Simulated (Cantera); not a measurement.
Input: 1 mol V, 0.86 mol N2O, 450 mol H2, equilibrated at 1473.15 K and 133 Pa.

Cantera equilibrium calculation (NASA polynomials, part measured and part estimated; ideal gas, pure solids and liquids). Candidate condensed phases: H2O, V, VN, VO, V2O3, V2O4, V2O5; 28 gas species. Mutual solubility and eutectic melting of coexisting phases are not modelled. VN, VO: taken at fixed stoichiometry. Condensed phases not in the tables: solid solutions among these carbides, nitrides and lower oxides, V2N. Equilibrium is a limit: real reactors are often held back by kinetics, nucleation or transport.

Task: What is the equilibrium state?

Result: x(H2): 0.998
x(N2): 0.00174
x(H): 0.000347
x(H2O): 3.05e-5
n(VN(s)): 0.154 mol
n(VO(s)): 0.846 mol
gas amount: 450.9 mol
log10 activity of V(s) (absent): -0.48
log10 activity of V2O5(l) (absent): -18.51
